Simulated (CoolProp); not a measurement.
A single-stage vapour-compression cycle with R11: evaporating at 316.15 K (dew point), condensing at 374.15 K (bubble point), superheat 0 K, subcooling 5 K, compressor efficiency 0.65, no pressure losses. Each further row changes one setting.

The numbers come from the reference Helmholtz-energy equation of state, Jacobsen 1992 in CoolProp.

```
case                              cooling COP  pressure ratio  discharge temperature (K)  refrigerating effect (kJ/kg)  volumetric capacity (kJ/m³)
--------------------------------  -----------  --------------  -------------------------  ----------------------------  ---------------------------
as stated                                   …            4.40                      395.6                           124                         1320
evaporating temperature 321.15 K         3.29            3.78                          …                             …                         1550
condensing temperature 369.15 K             …            3.95                          …                           129                         1370
subcooling 10 K                          3.02            4.40                      395.6                           129                         1370
superheat 10 K                           2.93            4.40                      407.0                           131                            …
compressor efficiency 0.55               2.46            4.40                          …                           124                         1320
```

Q: Some entries are withheld; supply them.

A: 
- as stated, cooling COP: 2.91
- evaporating temperature 321.15 K, discharge temperature (K): 393.1
- evaporating temperature 321.15 K, refrigerating effect (kJ/kg): 127
- condensing temperature 369.15 K, cooling COP: 3.26
- condensing temperature 369.15 K, discharge temperature (K): 389.4
- superheat 10 K, volumetric capacity (kJ/m³): 1330
- compressor efficiency 0.55, discharge temperature (K): 406.5
